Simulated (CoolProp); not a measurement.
A closed Brayton cycle with nitrogen: compressor inlet 319.15 K and 2.3 MPa, high pressure 7.01 MPa, turbine inlet 880 K, compressor efficiency 0.85, turbine efficiency 0.93, recuperator effectiveness 0.95 (on enthalpy, no pinch check). Each further row changes one setting.

Computed with CoolProp (reference Helmholtz-energy equation of state, Span 2000).

| case | thermal efficiency (%) | net work (kJ/kg) | compressor to turbine work | compressor exit (K) | turbine exit (K) |
|---|---|---|---|---|---|
| as stated | … | 90.1 | 0.62 | 460.7 | 669.6 |
| turbine inlet 830 K | 32.3 | … | 0.66 | 460.7 | … |
| compressor inlet 329.15 K | 34.0 | 85.3 | 0.64 | 474.9 | 669.6 |
| high pressure 5.96 MPa | 37.6 | … | 0.59 | … | 697.0 |
| recuperator effectiveness 0.5 | 25.5 | 90.1 | 0.62 | 460.7 | 669.6 |

Problem. Some entries are withheld; supply them.

Solution. 
- as stated, thermal efficiency (%): 35.8
- turbine inlet 830 K, net work (kJ/kg): 76.3
- turbine inlet 830 K, turbine exit (K): 629.8
- high pressure 5.96 MPa, net work (kJ/kg): 84.3
- high pressure 5.96 MPa, compressor exit (K): 437.2
